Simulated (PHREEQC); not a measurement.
A made-up water analysis in mg/kgw, 25 °C, pH 3.21, pe 8.7: Na 1590; K 6.9; Ca 11.8; Mg 281; Cl 81.3; S(6) as SO4 4320; Br 1.9; Li 0.435; Zn 3.37; Cu(2) 58.5.

Cl is adjusted to close the charge balance.
Valence states are taken as typed.

The numbers come from PHREEQC with the ion-association model, wateq4f.dat.

This is a speciation only: nothing precipitates in the calculation.

Q: Order these Ca species by the share of Ca that they hold, largest first: CaHSO4+, CaSO4, Ca+2.

A: Ca+2 (54 %), CaSO4 (46 %), CaHSO4+ (0.22 %)

The pH is 3.21 and the ionic strength 0.119 mol/kgw. Species that the database lacks are ignored.
